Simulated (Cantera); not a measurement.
# Stirred combustor or abatement burner

A perfectly stirred reactor is fed with CH4 : C2H6 : O2 : N2 = 1 : 0.71 : 3.74 : 28.8 (molar parts), at 0.860 bar; it is adiabatic with a 423 K inlet, and is followed from long to short residence time, starting on the burning branch (τ in s: 0.33, 0.13, 0.055, 0.023, 0.0094, 0.0039, 0.0016, 0.00066, 0.00027, 0.00011, 4.7e-05).

Cantera simulation using GRI-Mech 3.0 (53 species, 325 reactions); the numbers are that mechanism's predictions, not measurements.

| τ (s) | T (K) | x CH4 | x C2H6 | x O2 | x CH3 | x C2H2 | x H2O2 | x O |
|---|---|---|---|---|---|---|---|---|
| 0.33 | 1589 | 0.000519 | 7.11e-6 | 0.000543 | 5.45e-5 | 0.000504 | 2.85e-9 | 7.06e-7 |
| 0.13 | 1584 | 0.000487 | 1.11e-5 | 0.000838 | 7.43e-5 | 0.000475 | 5.25e-9 | 1.78e-6 |
| 0.055 | 1577 | 0.000493 | 1.68e-5 | 0.00128 | 9.90e-5 | 0.000428 | 9.19e-9 | 4.14e-6 |
| 0.023 | 1565 | 0.000564 | 2.75e-5 | 0.00209 | 0.000134 | 0.000376 | 1.66e-8 | 9.48e-6 |
| 0.0094 | 1538 | 0.000810 | 5.45e-5 | 0.00402 | 0.000193 | 0.000335 | 3.35e-8 | 2.06e-5 |
| 0.0039 | 423 | 0.0292 | 0.0207 | 0.109 | <1e-12 | <1e-12 | <1e-12 | <1e-12 |
| 0.0016 | 423 | 0.0292 | 0.0207 | 0.109 | <1e-12 | <1e-12 | <1e-12 | <1e-12 |
| 0.00066 | 423 | 0.0292 | 0.0207 | 0.109 | <1e-12 | <1e-12 | <1e-12 | <1e-12 |
| 0.00027 | 423 | 0.0292 | 0.0207 | 0.109 | <1e-12 | <1e-12 | <1e-12 | <1e-12 |
| 0.00011 | 423 | 0.0292 | 0.0207 | 0.109 | <1e-12 | <1e-12 | <1e-12 | <1e-12 |
| 4.7e-5 | 423 | 0.0292 | 0.0207 | 0.109 | <1e-12 | <1e-12 | <1e-12 | <1e-12 |
x: mole fraction; the columns are a selection and need not sum to one.
